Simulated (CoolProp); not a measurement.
Vapour pressure (MPa) of acetone: the reference equation beside estimates from Tc = 235.0 °C, pc = 4.692 MPa, ω = 0.307. Clausius-Clapeyron is anchored at 135.75 °C with a constant enthalpy of vaporisation of 23.04 kJ/mol.

Values from CoolProp's reference Helmholtz-energy equation of state, Lemmon 2006. It is a short technical equation, of lower accuracy than the large ones.

```tsv
T (°C)	reference	Lee-Kesler	Clausius-Clapeyron	Redlich-Kwong
74.75	0.1845	0.1833	0.2605	0.3396
84.95	0.2483	0.2482	0.3268	0.4345
95.05	0.3272	?	0.4041	?
105.25	?	0.4286	0.4951	0.6777
115.35	0.5429	0.5486	0.5989	0.8290
125.55	0.6856	0.6938	0.7188	1.004
135.75	0.8549	0.8658	0.8549	1.204
145.85	1.052	?	1.007	1.426
156.05	1.284	1.300	1.178	1.678
166.15	1.550	1.568	?	1.956
176.35	1.860	?	1.577	2.266
186.45	2.210	2.229	1.806	2.604
196.65	2.614	2.632	2.058	2.978
206.75	3.068	3.085	2.330	3.381
```

Question: What belongs in the gaps?

Answer: 
- 95.05, Lee-Kesler: 0.3287
- 95.05, Redlich-Kwong: 0.5459
- 105.25, reference: 0.4252
- 145.85, Lee-Kesler: 1.065
- 166.15, Clausius-Clapeyron: 1.367
- 176.35, Lee-Kesler: 1.878

Absolute difference from the reference over all 14 rows, mean and median: Lee-Kesler 0.9 and 0.9 %, Clausius-Clapeyron 16.5 and 15.8 %, Redlich-Kwong 41.5 and 38.2 %.
